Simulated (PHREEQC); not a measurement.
# Cooling-tower water: an equilibrium model

Synthetic water in mg/L, 45 °C, pH 6.45, pe 10.8:

```json
[
 {"constituent": "Na", "mg/L": "16"},
 {"constituent": "K", "mg/L": "117"},
 {"constituent": "Ca", "mg/L": "139"},
 {"constituent": "Mg", "mg/L": "0.395"},
 {"constituent": "Cl", "mg/L": "109"},
 {"constituent": "S(6) as SO4", "mg/L": "171"},
 {"constituent": "Alkalinity as HCO3", "mg/L": "246"},
 {"constituent": "Br", "mg/L": "0.287"},
 {"constituent": "Li", "mg/L": "2.06"},
 {"constituent": "B", "mg/L": "0.084"}
]
```

Valence states are taken as typed.

The numbers come from PHREEQC with the ion-association model, phreeqc.dat.

No solid was allowed to form.

### Question
Estimate the ionic strength, charge-balance error, specific conductance.

### Answer
ionic strength 0.0145 mol/kgw; charge-balance error 1.4 %; specific conductance 1670 µS/cm.

### Question
In which forms is Mg present?

### Answer
Mg+2 81 %, MgSO4 17 %, MgHCO3+ 2.6 % of the Mg.

Species that the database lacks are ignored. Constants without temperature data keep their 25 °C values here.
